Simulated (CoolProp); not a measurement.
trans-2-butene along the isotherm 525 K: density (kg/m³) from the reference equation and from simpler models built on Tc = 428.6 K, pc = 4.019 MPa, ω = 0.210; each cubic takes its own stable root.

Values from CoolProp's reference Helmholtz-energy equation of state, Lemmon 2005. It is a short technical equation, of lower accuracy than the large ones.

| p (MPa) | phase | reference | Redlich-Kwong | Soave-Redlich-Kwong |
|---|---|---|---|---|
| 0.913 | gas | 12.23 | 12.26 | 12.20 |
| 1.83 | gas | ___ | 25.78 | ___ |
| 2.74 | gas | 40.26 | 40.61 | 39.86 |
| 3.65 | gas | 56.44 | 57.16 | 55.57 |
| 4.57 | supercritical | ___ | 75.97 | 72.95 |
| 5.48 | supercritical | ___ | 96.95 | 91.72 |
| 6.39 | supercritical | 117.0 | 120.4 | ___ |
| 7.31 | supercritical | ___ | ___ | 133.6 |
| 8.22 | supercritical | 167.3 | 172.0 | 155.5 |
| 9.13 | supercritical | 193.4 | 196.8 | 177.0 |
| 10 | supercritical | 217.5 | ___ | 196.5 |

Q: What belongs in the gaps?

A: 
- 1.83, reference: 25.64
- 1.83, Soave-Redlich-Kwong: 25.50
- 4.57, reference: 74.66
- 5.48, reference: 94.74
- 6.39, Soave-Redlich-Kwong: 112.0
- 7.31, reference: 141.6
- 7.31, Redlich-Kwong: 146.0
- 10, Redlich-Kwong: 218.3
